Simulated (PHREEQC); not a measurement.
A solution holds 0.0099 mol/kgw HF, 0.0029 mol/kgw NH4HF2 and 5.8e-07 mol/kgw H4SiO4, at 65 °C. Closed to the air; pH follows from the charge balance.

Equilibrium calculation in PHREEQC: ion-association model, phreeqc.dat.

```csv
quantity,before,after
pH,3.00,2.96
ionic strength (mol/kgw),0.00398,0.00406
HF (mol/kgw),0.0115,0.0114
F- (mol/kgw),0.00379,0.00387
HF2- (mol/kgw),0.000192,0.000195
NH3 (mol/kgw),1.80e-8,1.27e-8
```

### Question
Name the change that produced these shifts.
A. NH4HF2 replaced by (NH4)2SO4 at the same molality
B. H4SiO4 from 5.8e-07 to 5.22e-07 mol/kgw
C. NH4HF2 from 0.0029 to 0.00319 mol/kgw
D. H4SiO4 left out
E. temperature from 65 to 60 °C

### Answer
E, temperature from 65 to 60 °C

No solid was allowed to form. Constants without temperature data keep their 25 °C values here. SiF6-2 is the database's only silicon fluoride.
